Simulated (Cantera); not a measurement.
Cantera with NASA thermochemical tables; ideal gases at 1 bar, condensed phases pure. Values are per mole of reaction as written; species without (g) are pure solids or liquids, kept so even where they would boil at 1 bar. ZrN: taken at fixed stoichiometry.

5 ZrN + 3 H2O(g) = 3 NO(g) + 2 NH3(g) + 5 Zr

| T (K) | ΔH° (kJ) | ΔS° (J/K) | ΔG° (kJ) | log10 K | condensed phases |
|---|---|---|---|---|---|
| 1000 | 2714.7 | 418.1 | 2296.7 | -119.96 | ZrN(s), Zr(α) |
| 1075 | ? | ? | ? | ? | ZrN(s), Zr(α) |
| 1150 | 2732.2 | 433.4 | 2233.8 | -101.46 | ZrN(s), Zr(β) |
| 1225 | 2729.6 | 431.1 | 2201.4 | -93.87 | ZrN(s), Zr(β) |
| 1300 | 2726.9 | 429.0 | 2169.2 | -87.16 | ZrN(s), Zr(β) |
| 1375 | ? | ? | ? | ? | ZrN(s), Zr(β) |
| 1450 | ? | ? | ? | ? | ZrN(s), Zr(β) |
| 1525 | ? | ? | ? | ? | ZrN(s), Zr(β) |
| 1600 | 2715.9 | 421.4 | 2041.7 | -66.65 | ZrN(s), Zr(β) |

Fill in the missing entries.


- 1075, ΔH° (kJ): 2713.5
- 1075, ΔS° (J/K): 416.9
- 1075, ΔG° (kJ): 2265.3
- 1075, log10 K: -110.07
- 1375, ΔH° (kJ): 2724.1
- 1375, ΔS° (J/K): 426.9
- 1375, ΔG° (kJ): 2137.1
- 1375, log10 K: -81.18
- 1450, ΔH° (kJ): 2721.4
- 1450, ΔS° (J/K): 425.0
- 1450, ΔG° (kJ): 2105.1
- 1450, log10 K: -75.83
- 1525, ΔH° (kJ): 2718.6
- 1525, ΔS° (J/K): 423.1
- 1525, ΔG° (kJ): 2073.3
- 1525, log10 K: -71.01
